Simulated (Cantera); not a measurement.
## Equilibrium for abatement and gas-phase synthesis: NH3 + O2

A closed system holds: 1 mol NH3, a varied amount of O2, at 1727 °C and 0.233 Torr.

These are equilibrium values from Cantera (NASA tables, ideal gas, pure condensed phases), not measurements of a reactor. Candidate condensed phases: H2O; 24 gas species. Kinetics and transport are ignored.

| n(O2) (mol) | x H2O | x H2 | x N2 | x O2 | x H | x OH | x O |
|---|---|---|---|---|---|---|---|
| 0.085 | 0.0808 | 0.605 | 0.241 | 4.79e-6 | 0.0719 | 0.000958 | 8.31e-5 |
| 0.13 | 0.124 | 0.564 | 0.241 | 1.29e-5 | 0.0694 | 0.00152 | 0.000136 |
| 0.2 | 0.190 | 0.500 | 0.241 | 3.89e-5 | 0.0653 | 0.00248 | 0.000237 |
| 0.32 | 0.304 | 0.391 | 0.242 | 0.000163 | 0.0577 | 0.00449 | 0.000485 |
| 0.49 | 0.463 | 0.238 | 0.243 | 0.00102 | 0.0450 | 0.00876 | 0.00121 |
| 0.76 | 0.623 | 0.0591 | 0.234 | 0.0299 | 0.0224 | 0.0236 | 0.00657 |
| 1.2 | 0.544 | 0.0214 | 0.195 | 0.173 | 0.0135 | 0.0343 | 0.0158 |
x: gas mole fraction; nothing condenses.

From 0.085 mol O2 to 1.2 mol O2 nothing is condensed.
